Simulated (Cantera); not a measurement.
Input: 1 mol Cu2O, 0.82 mol CH4, 0.017 mol CO, 1.7 mol C, at 1125 °C and 0.000340 bar.

These are equilibrium values from Cantera (NASA tables, ideal gas, pure condensed phases), not measurements of a reactor. Candidate condensed phases: C, C6H6, C7H8, C8H18, Cu, CuO, Cu(OH)2, Cu2O, H2O; 113 gas species. The numbers say what is thermodynamically allowed, not how fast it happens.

Base state: H2 0.615, CO 0.381, Cu 0.00382, H 0.000201 (mole fractions); condensed: C(graphite) + Cu(l).

### Question
What changes in the equilibrium state with this change: pressure from 0.000340 bar to 1.00 bar?

### Answer
```tsv
species	before	after
H2	0.615	0.615
CO	0.381	0.382
CH4	5.61e-7	0.00165
Cu	0.00382	1.30e-6
CO2	8.65e-8	0.000256
H2O	3.02e-7	0.000890
H	0.000201	3.71e-6
C(graphite), mol	1.52	1.52
Cu(l), mol	1.99	2.00
```
